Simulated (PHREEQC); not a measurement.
1.2 g of hydrous ferric oxide (600 m²/g; 0.2 weak and 0.005 strong sites per Fe, Dzombak-Morel constants, diffuse double layer) in 1 kg of water with 0.001 mol/kgw of an inert sodium salt and 0.82 mmol/kgw PbCl2, at 25 °C; the pH is set by adding NaOH or the inert anion's acid. Oxygen is held at 0.21 atm. The system is closed to CO2. Precipitation was switched off in this run.

The series has 17 steps of pH, from 3 to 9.

The numbers come from PHREEQC with the ion-association model, wateq4f.dat.

Question: Near which pH is half of the Pb sorbed, and on which side is more sorbed?

Answer: Near pH 5.2, with more sorbed at higher pH.

Question: At which pH does the surface charge pass through zero?

Answer: Near pH 8.8.

The oxide is taken as insoluble; below pH 4 it would dissolve.
